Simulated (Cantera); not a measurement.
A closed system holds: 1 mol Cu, 4.4 mol F2, 0.17 mol H2, held at 1250 K and 0.100 bar.

These are equilibrium values from Cantera (NASA tables, ideal gas, pure condensed phases), not measurements of a reactor. Candidate condensed phases: Cu, CuF2; 15 gas species. Rates play no part.

Base state: F 0.797, F2 0.124, HF 0.0550, CuF2 0.0241 (mole fractions); condensed: CuF2(l).

Question: What changes in the equilibrium state with this change: H2 from 0.17 to 3.5 mol?

Answer: 
| species | before | after |
|---|---|---|
| HF | 0.0550 | 0.949 |
| CuF | 7.48e-9 | 0.0271 |
| CuF2 | 0.0241 | 0.0241 |
| F | 0.797 | 2.20e-7 |
| F2 | 0.124 | <1e-9 |
| CuF2(l), mol | 0.851 | 0.622 |
